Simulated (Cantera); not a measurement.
An isothermal, constant-pressure homogeneous reactor starts with C₃H₈ : H₂ = 0.72 : 1.6 (molar parts), at 1848 K and 0.353 Torr.

Cantera simulation using GRI-Mech 3.0 (53 species, 325 reactions); the numbers are that mechanism's predictions, not measurements. GRI-Mech 3.0 was tuned for natural gas; its chemistry of propane as a main component is partial and can be far from experiment. GRI-Mech 3.0 stops at C3 and has no aromatics, soot or wall deposition, so with more carbon than oxygen in the feed, carbon stays in small species such as C2H2 where larger ones or solid carbon would form. Radical loss at walls, strong at low pressure, is not modelled.

x: mole fraction; the columns are a selection and need not sum to one.

```json
[
 {"t (s)": "0.000100", "x C₃H₈": "0.292", "x H₂": "0.680", "x C₂H₂": "2.42e-7", "x C₂H": "1.32e-12", "x C₂H₄": "0.00128", "x CH₂": "1.06e-6", "x C₂H₆": "0.000184"},
 {"t (s)": "0.000353", "x C₃H₈": "0.239", "x H₂": "0.655", "x C₂H₂": "2.10e-5", "x C₂H": "5.36e-10", "x C₂H₄": "0.0154", "x CH₂": "3.29e-5", "x C₂H₆": "0.00158"},
 {"t (s)": "0.00125", "x C₃H₈": "0.0895", "x H₂": "0.568", "x C₂H₂": "0.00249", "x C₂H": "2.66e-7", "x C₂H₄": "0.0942", "x CH₂": "0.000195", "x C₂H₆": "0.00515"},
 {"t (s)": "0.00440", "x C₃H₈": "0.000174", "x H₂": "0.542", "x C₂H₂": "0.0789", "x C₂H": "2.03e-5", "x C₂H₄": "0.0990", "x CH₂": "0.000164", "x C₂H₆": "0.000803"},
 {"t (s)": "0.0155", "x C₃H₈": "2.16e-7", "x H₂": "0.611", "x C₂H₂": "0.163", "x C₂H": "1.76e-5", "x C₂H₄": "0.0319", "x CH₂": "5.68e-5", "x C₂H₆": "0.000174"},
 {"t (s)": "0.0548", "x C₃H₈": "(withheld)", "x H₂": "0.651", "x C₂H₂": "0.197", "x C₂H": "(withheld)", "x C₂H₄": "(withheld)", "x CH₂": "(withheld)", "x C₂H₆": "(withheld)"},
 {"t (s)": "0.193", "x C₃H₈": "6.19e-9", "x H₂": "0.684", "x C₂H₂": "0.213", "x C₂H": "8.88e-6", "x C₂H₄": "0.00215", "x CH₂": "1.31e-5", "x C₂H₆": "2.14e-5"},
 {"t (s)": "0.682", "x C₃H₈": "9.77e-10", "x H₂": "0.715", "x C₂H₂": "0.225", "x C₂H": "8.66e-6", "x C₂H₄": "0.000634", "x CH₂": "8.38e-6", "x C₂H₆": "6.43e-6"},
 {"t (s)": "2.41", "x C₃H₈": "6.12e-11", "x H₂": "0.742", "x C₂H₂": "0.235", "x C₂H": "1.11e-5", "x C₂H₄": "0.000102", "x CH₂": "5.78e-6", "x C₂H₆": "9.80e-7"},
 {"t (s)": "8.50", "x C₃H₈": "<1e-12", "x H₂": "0.751", "x C₂H₂": "0.240", "x C₂H": "(withheld)", "x C₂H₄": "(withheld)", "x CH₂": "(withheld)", "x C₂H₆": "(withheld)"},
 {"t (s)": "30.0", "x C₃H₈": "<1e-12", "x H₂": "0.745", "x C₂H₂": "0.239", "x C₂H": "5.58e-5", "x C₂H₄": "1.79e-6", "x CH₂": "6.29e-7", "x C₂H₆": "3.42e-11"}
]
```

Q: What belongs in the gaps?

A: 
- 0.0548, x C₃H₈: 3.39e-8
- 0.0548, x C₂H: 1.17e-5
- 0.0548, x C₂H₄: 0.00755
- 0.0548, x CH₂: 2.47e-5
- 0.0548, x C₂H₆: 6.05e-5
- 8.50, x C₂H: 2.18e-5
- 8.50, x C₂H₄: 7.71e-6
- 8.50, x CH₂: 3.40e-6
- 8.50, x C₂H₆: 2.84e-8
